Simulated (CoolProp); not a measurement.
Vapour-liquid equilibrium of ethanol (1) + n-octane (2) at 508 kPa; x and y are mole fractions of (1).

Model: multi-fluid Helmholtz-energy mixture model, Schroeder 2014 and Beckmüller 2019; pair parameters Bell 2016, in CoolProp.

| x | bubble temperature (°C) | y at the bubble point | dew temperature at overall composition x (°C) | liquid density (mol/L) |
|---|---|---|---|---|
| 0.05 | 169.9 | 0.396 | 192.7 | 5.094 |
| 0.2 | 141.4 | 0.706 | 183.4 | 5.913 |
| 0.35 | 134.2 | 0.770 | 173.3 | 6.707 |
| 0.5 | 131.3 | 0.800 | 161.6 | 7.703 |
| 0.65 | 129.3 | 0.830 | 147.4 | 9.048 |
| 0.8 | 127.4 | 0.876 | 131.3 | 10.93 |
| 0.95 | 126.0 | 0.959 | 126.1 | 13.66 |

No azeotrope shows between x = 0.05 and 0.95.

The pair parameters rest on a limited set of measurements; away from them the model extrapolates. With so large a gap from Raoult's law the liquid may split in two, which this calculation doesn't test in full.
